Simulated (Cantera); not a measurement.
## Stirred combustor or abatement burner

A perfectly stirred reactor is fed with 2.84 % CH₄, 2.84 % C₂H₆, 19.3 % O₂, 72.4 % N₂, 2.59 % H₂O, equivalence ratio 0.81, at 9.87 atm; it is adiabatic with a 623 K inlet, and is followed from long to short residence time, starting on the burning branch (τ in s: 0.19, 0.073, 0.028, 0.011, 0.0041, 0.0016, 0.0006, 0.00023, 8.7e-05, 3.3e-05, 1.3e-05).

Computed with Cantera and GRI-Mech 3.0 (53 species, 325 reactions).

| τ (s) | T (K) | x CH₄ | x C₂H₆ | x O₂ | x H₂ | x O |
|---|---|---|---|---|---|---|
| 0.19 | 2229 | 1.25e-7 | 1.41e-8 | 0.0342 | 0.000388 | 0.000192 |
| 0.073 | 2231 | 3.18e-7 | 3.60e-8 | 0.0348 | 0.000395 | 0.000198 |
| 0.028 | 2232 | 8.02e-7 | 9.22e-8 | 0.0353 | 0.000411 | 0.000207 |
| 0.011 | 2232 | 1.94e-6 | 2.30e-7 | 0.0357 | 0.000446 | 0.000221 |
| 0.0041 | 2229 | 4.72e-6 | 5.96e-7 | 0.0361 | 0.000532 | 0.000254 |
| 0.0016 | 2221 | 1.02e-5 | 1.44e-6 | 0.0366 | 0.000715 | 0.000322 |
| 0.00060 | 2204 | 2.13e-5 | 3.48e-6 | 0.0374 | 0.00109 | 0.000466 |
| 0.00023 | 2175 | 4.25e-5 | 8.02e-6 | 0.0388 | 0.00172 | 0.000713 |
| 8.7e-5 | 2127 | 9.01e-5 | 1.88e-5 | 0.0414 | 0.00269 | 0.00107 |
| 3.3e-5 | 2052 | 0.000223 | 4.84e-5 | 0.0463 | 0.00401 | 0.00142 |
| 1.3e-5 | 623 | 0.0284 | 0.0284 | 0.193 | <1e-12 | <1e-12 |
x: mole fraction; the columns are a selection and need not sum to one.
